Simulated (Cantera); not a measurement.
Input (Python, Cantera):

```python
import numpy as np
import cantera as ct

surf = ct.Interface("ptcombust.yaml", "Pt_surf")
gas = surf.adjacent["gas"]
gas.TPX = 875, 24000, {'CH4': 0.0033, 'O2': 0.036, 'N2': 0.79}
surf.TP = 875, 24000
reactor = ct.FlowReactor(gas, clone=False)
reactor.area = 0.0001  # m2
reactor.surface_area_to_volume_ratio = 3600  # 1/m
reactor.mass_flow_rate = 0.23 * reactor.area * gas.density  # inlet velocity 0.23 m/s
reactor.energy_enabled = False
wall = ct.ReactorSurface(surf, reactor, clone=False)
net = ct.ReactorNet([reactor])
net.rtol, net.atol = 1e-8, 1e-16
show, cover = ['CH4', 'O2', 'H2O', 'CO2', 'CO'], ['PT(S)', 'H(S)', 'O(S)', 'OH(S)', 'CO(S)', 'C(S)']

rows = []
print(f"{'z/m':>9s}{'u/(m/s)':>9s}" + "".join(f"{s:>13s}" for s in show + cover))
for z in [0.00015, 0.00024, 0.00041, 0.00068, 0.0011, 0.0019, 0.0031, 0.0052, 0.0087, 0.015]:
    net.advance(z)
    rows.append([reactor.speed, *gas[show].X, *surf[cover].coverages])
    print(f"{z:9.4g}{rows[-1][0]:9.3g}" + "".join(f"{x:13.4e}" for x in rows[-1][1:]))
```

Result:

```
      z/m  u/(m/s)          CH4           O2          H2O          CO2           CO        PT(S)         H(S)         O(S)        OH(S)        CO(S)         C(S)
  0.00015     0.23   3.5886e-03   4.2629e-02   7.8126e-04   3.8946e-04   1.1642e-06   1.6727e-01   1.4472e-08   8.3234e-01   3.8408e-04   4.2997e-06   1.3006e-08
  0.00024     0.23   3.3716e-03   4.2195e-02   1.2153e-03   6.0656e-04   1.0950e-06   1.6761e-01   1.7982e-08   8.3191e-01   4.7637e-04   4.0607e-06   1.2283e-08
  0.00041     0.23   2.9945e-03   4.1441e-02   1.9695e-03   9.8379e-04   9.7447e-07   1.6823e-01   2.2910e-08   8.3117e-01   6.0458e-04   3.6403e-06   1.1011e-08
  0.00068     0.23   2.4754e-03   4.0403e-02   3.0076e-03   1.5030e-03   8.0783e-07   1.6911e-01   2.8465e-08   8.3014e-01   7.4674e-04   3.0495e-06   9.2244e-09
   0.0011     0.23   1.8334e-03   3.9119e-02   4.2916e-03   2.1452e-03   6.0045e-07   1.7024e-01   3.4309e-08   8.2886e-01   8.9304e-04   2.2972e-06   6.9486e-09
   0.0019     0.23   1.0239e-03   3.7500e-02   5.9104e-03   2.9548e-03   3.3692e-07   1.7174e-01   4.0783e-08   8.2721e-01   1.0506e-03   1.3117e-06   3.9677e-09
   0.0031     0.23   4.2062e-04   3.6293e-02   7.1169e-03   3.5582e-03   1.3890e-07   1.7290e-01   4.5214e-08   8.2594e-01   1.1554e-03   5.4810e-07   1.6579e-09
   0.0052     0.23   8.6990e-05   3.5626e-02   7.7841e-03   3.8920e-03   2.8787e-08   1.7357e-01   4.7564e-08   8.2522e-01   1.2099e-03   1.1445e-07   3.4620e-10
   0.0087     0.23   6.2138e-06   3.5465e-02   7.9457e-03   3.9728e-03   2.0590e-09   1.7373e-01   4.8125e-08   8.2505e-01   1.2228e-03   8.1952e-09   2.4788e-11
    0.015     0.23   5.4342e-08   3.5452e-02   7.9580e-03   3.9789e-03   1.9415e-11   1.7374e-01   4.8167e-08   8.2504e-01   1.2237e-03   7.2063e-11   2.1682e-13
```

Model: Deutschmann's 1995 Pt surface mechanism with GRI-Mech 3.0 gas chemistry, integrated in Cantera. Catalytic surfaces can have several steady states; this one follows from the mechanism file's or the stated starting coverage. Mass transfer to the wall is taken as infinitely fast.
